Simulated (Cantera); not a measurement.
Input (Python, Cantera):

```python
import numpy as np
import cantera as ct

gas = ct.Solution("gri30.yaml")
gas.TPX = 1900, 140000, {'NO': 1, 'N2': 0.84}
inlet = ct.Reservoir(gas, clone=True)

reactor = ct.IdealGasConstPressureReactor(gas, energy="off", clone=False)
exhaust = ct.Reservoir(gas, clone=True)
tau = [27, 8.1, 2.5, 0.75, 0.23, 0.07, 0.021, 0.0065][0]
for a, b in ((inlet, reactor), (reactor, exhaust)):
    ct.MassFlowController(a, b, mdot=lambda t: reactor.mass / tau)
net = ct.ReactorNet([reactor])
show = ['NO', 'O', 'O2', 'NO2', 'N2O', 'N2']

rows = []
print(f"{'tau/s':>10s}{'T/K':>9s}" + "".join(f"{s:>11s}" for s in show))
for tau in [27, 8.1, 2.5, 0.75, 0.23, 0.07, 0.021, 0.0065]:
    net.initial_time = 0.0
    net.advance(30 * tau)
    before = gas.X
    net.advance(40 * tau)
    drift = np.max(np.abs(gas.X - before) / (gas.X + 1e-9))
    rows.append([gas.T, *gas[show].X, drift])
    print(f"{tau:10.3e}{gas.T:9.1f}" + "".join(f"{x:11.3e}" for x in gas[show].X))
```

Output:

```
     tau/s      T/K         NO          O         O2        NO2        N2O         N2
 2.700e+01   1900.0  6.019e-02  1.249e-04  2.414e-01  1.571e-04  1.891e-06  6.981e-01
 8.100e+00   1900.0  1.226e-01  1.169e-04  2.101e-01  2.988e-04  6.728e-06  6.669e-01
 2.500e+00   1900.0  2.243e-01  1.026e-04  1.591e-01  4.776e-04  2.194e-05  6.160e-01
 7.500e-01   1900.0  3.527e-01  8.078e-05  9.481e-02  5.867e-04  5.464e-05  5.518e-01
 2.300e-01   1900.0  4.567e-01  5.727e-05  4.288e-02  5.311e-04  9.285e-05  4.998e-01
 7.000e-02   1900.0  5.122e-01  3.916e-05  1.523e-02  3.991e-04  1.176e-04  4.720e-01
 2.100e-02   1900.0  5.335e-01  2.908e-05  4.670e-03  3.020e-04  1.260e-04  4.614e-01
 6.500e-03   1900.0  5.403e-01  2.420e-05  1.336e-03  2.498e-04  1.221e-04  4.580e-01
```

Cantera simulation using GRI-Mech 3.0 (53 species, 325 reactions); the numbers are that mechanism's predictions, not measurements.
